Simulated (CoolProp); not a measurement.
Properties of oxygen along the isotherm 130.2 K.

Values from CoolProp's reference Helmholtz-energy equation of state, Schmidt 1985.

```json
[
 {"p (bar)": "0.798", "phase": "gas", "density (kg/m³)": "2.380", "cp (kJ/(kg K))": "0.9215", "speed of sound (m/s)": "216.6", "Joule-Thomson coefficient (K/MPa)": "11.70", "fugacity coefficient": "0.9913"},
 {"p (bar)": "1.82", "phase": "gas", "density (kg/m³)": "5.490", "cp (kJ/(kg K))": "0.9374", "speed of sound (m/s)": "215.3", "Joule-Thomson coefficient (K/MPa)": "11.76", "fugacity coefficient": "0.9802"},
 {"p (bar)": "4.13", "phase": "gas", "density (kg/m³)": "12.81", "cp (kJ/(kg K))": "0.9775", "speed of sound (m/s)": "212.1", "Joule-Thomson coefficient (K/MPa)": "___", "fugacity coefficient": "0.9552"},
 {"p (bar)": "9.41", "phase": "gas", "density (kg/m³)": "31.37", "cp (kJ/(kg K))": "1.101", "speed of sound (m/s)": "204.3", "Joule-Thomson coefficient (K/MPa)": "12.28", "fugacity coefficient": "___"},
 {"p (bar)": "21.4", "phase": "liquid", "density (kg/m³)": "904.2", "cp (kJ/(kg K))": "___", "speed of sound (m/s)": "544.0", "Joule-Thomson coefficient (K/MPa)": "0.1117", "fugacity coefficient": "0.6751"},
 {"p (bar)": "48.7", "phase": "liquid", "density (kg/m³)": "925.4", "cp (kJ/(kg K))": "1.990", "speed of sound (m/s)": "586.0", "Joule-Thomson coefficient (K/MPa)": "0.01481", "fugacity coefficient": "0.3240"},
 {"p (bar)": "111", "phase": "liquid", "density (kg/m³)": "962.0", "cp (kJ/(kg K))": "1.815", "speed of sound (m/s)": "___", "Joule-Thomson coefficient (K/MPa)": "-0.1147", "fugacity coefficient": "___"},
 {"p (bar)": "252", "phase": "liquid", "density (kg/m³)": "1018", "cp (kJ/(kg K))": "1.648", "speed of sound (m/s)": "___", "Joule-Thomson coefficient (K/MPa)": "-0.2500", "fugacity coefficient": "0.1158"}
]
```

**Question.** Fill in the missing entries.

**Answer.** 
- 4.13, Joule-Thomson coefficient (K/MPa): 11.91
- 9.41, fugacity coefficient: 0.8982
- 21.4, cp (kJ/(kg K)): 2.133
- 111, speed of sound (m/s): 657.2
- 111, fugacity coefficient: 0.1728
- 252, speed of sound (m/s): 765.5
